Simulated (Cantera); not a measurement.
Cantera run, input and output.

```python
import numpy as np
import cantera as ct

gas = ct.Solution("h2o2.yaml")


def delay(T, t_max=10):
    gas.TPX = T, 72000, {'H2': 1, 'O2': 0.417, 'N2': 1.57, 'H2O': 0.065}
    reactor = ct.IdealGasReactor(gas, clone=False)
    net = ct.ReactorNet([reactor])
    net.rtol, net.atol = 1e-8, 1e-16
    while net.time < t_max:
        t_old, T_old = net.time, reactor.T
        net.step()
        if reactor.T > T + 400:  # ignition: a rise of 400 K
            return t_old + (T + 400 - T_old) / (reactor.T - T_old) * (net.time - t_old)
    return np.nan


taus = []
for T in [850, 925, 1000, 1075, 1150, 1225, 1300, 1375]:
    taus.append(delay(T))
    print(f"T0 = {T:6g} K   tau = {taus[-1]:.4e} s")
```

It prints:

```
T0 =    850 K   tau = 1.8562e+00 s
T0 =    925 K   tau = 4.0308e-02 s
T0 =   1000 K   tau = 3.7274e-04 s
T0 =   1075 K   tau = 1.4991e-04 s
T0 =   1150 K   tau = 8.6080e-05 s
T0 =   1225 K   tau = 5.6795e-05 s
T0 =   1300 K   tau = 4.0841e-05 s
T0 =   1375 K   tau = 3.1441e-05 s
```

Model: the H2/O2 subset of GRI-Mech 3.0, which has no nitrogen chemistry, integrated in Cantera. Below about 950 K walls govern HO2 and H2O2 in real vessels.
